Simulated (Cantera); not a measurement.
Cantera run:

```python
import numpy as np
import cantera as ct

gas_names = """
    C CH CH2 CH3 CH4 C2 C2H C2H2,acetylene C2H2,vinylidene C2H3,vinyl C2H4 C2H5 C2H6 C3 C3H3,propargyl
    C3H4,allene C3H4,propyne C3H4,cyclo- C3H5,allyl C3H6,propylene C3H6,cyclo- C3H7,n-propyl
    C3H7,i-propyl C3H8 C4 C4H2 C4H4,1,3-cyclo- C4H6,butadiene C4H6,2-butyne C4H6,cyclo- C4H8,1-butene
    C4H8,cis2-buten C4H8,tr2-butene C4H8,isobutene C4H8,cyclo- C4H9,n-butyl C4H9,i-butyl C4H9,s-butyl
    C4H9,t-butyl C4H10,isobutane C4H10,n-butane C5 C5H6,1,3cyclo- C5H8,cyclo- C5H10,1-pentene
    C5H10,cyclo- C5H11,pentyl C5H11,t-pentyl C5H12,n-pentane C5H12,i-pentane CH3C(CH3)2CH3 C6H2
    C6H5,phenyl C6H6 C6H10,cyclo- C6H12,1-hexene C6H12,cyclo- C6H13,n-hexyl C7H7,benzyl C7H8
    C7H14,1-heptene C7H15,n-heptyl C7H16,n-heptane C8H8,styrene C8H10,ethylbenz C8H16,1-octene
    C8H17,n-octyl C8H18,isooctane C8H18,n-octane C9H19,n-nonyl C10H8,naphthale C10H21,n-decyl
    C12H9,o-bipheny C12H10,bipheny H H2 Ti
""".split()
cond_names = """
    C(gr) C6H6(L) C7H8(L) C8H18(L),n-octa Ti(a) Ti(b) Ti(L) TiC(s) TiC(L)
""".split()


def load(file, names, dense=False):
    # The tables refer to 1 bar. Condensed volumes are neglected.
    table = {s.name: s for s in ct.Species.list_from_file(file)}
    out = []
    for n in names:
        d = dict(table[n].input_data)
        d["thermo"] = dict(d["thermo"], **{"reference-pressure": 1e5})
        if dense:
            d["equation-of-state"] = {"model": "constant-volume", "density": "1e6 g/cm^3"}
        out.append(ct.Species.from_dict(d))
    return out


gas = ct.Solution(thermo="ideal-gas", species=load("nasa_gas.yaml", gas_names))
cond = {s.name: ct.Solution(thermo="fixed-stoichiometry", species=[s], name=s.name)
        for s in load("nasa_condensed.yaml", cond_names, dense=True)}
atoms = {
    'Ti': {'Ti': 1},
    'CH4': {'C': 1, 'H': 4},
    'H2': {'H': 2},
}
top_T = {'C(gr)': 4500}  # K; cautious upper limits of use, not melting points


def equilibrate(T, P, feed):
    n = {}
    for name, mol in feed.items():
        for a, k in atoms[name].items():
            n[a] = n.get(a, 0.0) + k * mol
    gas.TPX = T, P, n
    mass = sum(n.values()) * gas.mean_molecular_weight
    gas.equilibrate("TP")
    valid = [c for c in cond.values() if c.min_temp <= T <= top_T.get(c.name, c.max_temp)]
    mix = ct.Mixture([(gas, mass / gas.mean_molecular_weight)] + [(c, 0.0) for c in valid])
    mix.T, mix.P = T, P
    mix.equilibrate("TP", solver="vcs", rtol=1e-11, max_steps=5000)
    return mix


results = []
feed = {'Ti': 1, 'CH4': 0.81, 'H2': 220}  # mol
P = 100000  # Pa
for T in [1000, 1100, 1200, 1300, 1400, 1500, 1600, 1700, 1800, 1900, 2000, 2100, 2200]:
    mix = equilibrate(T, P, feed)
    results.append((T, P, feed, dict(zip(mix.species_names, mix.species_moles))))

top = {s: max(r[3][s] / sum(r[3][g] for g in gas_names) for r in results) for s in gas_names}
cols = sorted((s for s in top if top[s] > 0.0001), key=lambda s: -top[s])[:7]
seen = [c for c in cond_names if any(r[3].get(c, 0) > 1e-12 for r in results)]
print("log10 of partial pressures in bar; condensed amounts in mol")
print(f"{'T/K':>10s}" + "".join(f"{s[:9]:>10s}" for s in cols + seen))
for T, P, feed, n in results:
    ng = sum(n[g] for g in gas_names)
    print(f"{T:10.4g}" + "".join(f"{np.log10(max(n[s] / ng * P / 1e5, 1e-99)):10.3f}" for s in cols)
          + "".join(f"{n.get(c, 0):10.4g}" for c in seen))
```

Result:

```
log10 of partial pressures in bar; condensed amounts in mol
       T/K        H2         H        Ti     Ti(a)     Ti(b)     Ti(L)    TiC(s)
      1000    -0.000    -8.644   -17.045      0.19         0         0      0.81
      1100    -0.000    -7.587   -14.822      0.19         0         0      0.81
      1200    -0.000    -6.705   -12.982         0      0.19         0      0.81
      1300    -0.000    -5.956   -11.435         0      0.19         0      0.81
      1400    -0.000    -5.313   -10.112         0      0.19         0      0.81
      1500    -0.000    -4.754    -8.968         0      0.19         0      0.81
      1600    -0.000    -4.265    -7.969         0      0.19         0      0.81
      1700    -0.000    -3.832    -7.090         0      0.19         0      0.81
      1800    -0.000    -3.446    -6.310         0    0.1899         0      0.81
      1900    -0.000    -3.101    -5.615         0    0.1895         0      0.81
      2000    -0.001    -2.789    -5.003         0         0    0.1878      0.81
      2100    -0.001    -2.507    -4.460         0         0    0.1823      0.81
      2200    -0.002    -2.251    -3.968         0         0    0.1661      0.81
```

Method: chemical equilibrium by Gibbs-energy minimisation in Cantera with the NASA 1993 tables (ideal gas, pure condensed phases). Mutual solubility and eutectic melting of coexisting phases are not modelled. TiC: taken at fixed stoichiometry. Condensed phases not in the tables: N, O or C dissolved in the metal.
